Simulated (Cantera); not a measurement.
Feed: 1 mol SO₂, 0.13 mol O₂, 0.068 mol H₂, equilibrated at 2973.15 K and 4.30 bar.

Method: chemical equilibrium by Gibbs-energy minimisation in Cantera with the NASA 1993 tables (ideal gas, pure condensed phases). Candidate condensed phases: H₂O, H₂SO₄, S; 19 gas species. Kinetics and transport are ignored.

Base state: SO₂ 0.751, O₂ 0.101, SO 0.0637, H₂O 0.0417, OH 0.0187, O 0.0158, H 0.00356, H₂ 0.00259 (mole fractions); condensed: gas only.

**Question.** What changes in the equilibrium state with this change: pressure from 4.30 bar to 23.0 bar?

**Answer.** 
| species | before | after |
|---|---|---|
| SO₂ | 0.751 | 0.806 |
| O₂ | 0.101 | 0.0906 |
| H₂O | 0.0417 | 0.0486 |
| SO | 0.0637 | 0.0313 |
| O | 0.0158 | 0.00647 |
| OH | 0.0187 | 0.0129 |
| S | 0.00114 | 0.000256 |
| S₂ | 0.000102 | 2.75e-5 |
| H | 0.00356 | 0.00112 |
| SH | 0.000156 | 5.90e-5 |
| SO₃ | 0.000456 | 0.00107 |
